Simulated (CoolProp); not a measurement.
Vapour-liquid equilibrium of o-xylene (1) + n-nonane (2) at 473 kPa; x and y are mole fractions of (1).

Computed with CoolProp (multi-fluid Helmholtz-energy mixture model, Zhou 2012 and Lemmon 2006; pair parameters Bell 2016).

```tsv
x	bubble temperature, mixture model (K)	bubble temperature, Raoult's law (K)	y, mixture model	y, Raoult's law
0.05	492.8	493.1	0.060	0.056
0.2	490.9	492.1	0.229	0.220
0.35	489.3	491.1	0.384	0.378
0.5	488.1	490.2	0.528	0.530
0.65	487.3	489.2	0.666	0.677
0.8	486.9	488.2	0.804	0.819
0.95	486.9	487.3	0.949	0.955
```

The largest gap from Raoult's law is -2.1 K in bubble temperature, at x = 0.5. y crosses x between x = 0.8 and 0.95: the model has an azeotrope there.

The pair parameters rest on a limited set of measurements; away from them the model extrapolates.
